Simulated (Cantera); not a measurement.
An adiabatic, constant-volume homogeneous reactor starts with H₂ : O₂ : N₂ = 1 : 0.333 : 1.25 (molar parts), at 1025 K and 0.300 bar. Integrator tolerance rtol = 1e-08.

Computed with Cantera and the H2/O2 subset of GRI-Mech 3.0, which has no nitrogen chemistry.

| quantity | before | after |
|---|---|---|
| time of steepest temperature rise | 0.462 ms | 51.9 µs |
| temperature at 2.00 s | 2805 K | 2876 K |
| equilibrium temperature | 2805 K | 2876 K |
| x(H₂) at 2.00 s | 0.142 (gas-phase equilibrium 0.142) | 0.142 (gas-phase equilibrium 0.142) |
| x(O₂) at 2.00 s | 0.00226 (gas-phase equilibrium 0.00226) | 0.00435 (gas-phase equilibrium 0.00435) |
| x(O) at 2.00 s | 0.00308 (gas-phase equilibrium 0.00308) | 0.00652 (gas-phase equilibrium 0.00652) |
| x(H) at 2.00 s | 0.0368 (gas-phase equilibrium 0.0368) | 0.0546 (gas-phase equilibrium 0.0546) |
| x(HO₂) at 2.00 s | 1.45e-6 (gas-phase equilibrium 1.45e-6) | 2.42e-6 (gas-phase equilibrium 2.42e-6) |
| x(H₂O) at 2.00 s | 0.260 (gas-phase equilibrium 0.260) | 0.238 (gas-phase equilibrium 0.238) |
| x(OH) at 2.00 s | 0.0189 (gas-phase equilibrium 0.0189) | 0.0274 (gas-phase equilibrium 0.0274) |

Problem. What was changed between the two runs?
A. pressure from 0.300 bar to 5.00 bar
B. initial temperature 1025 to 1350 K
C. initial temperature 1025 to 1450 K
D. initial temperature 1025 to 1750 K

Solution. C, initial temperature 1025 to 1450 K
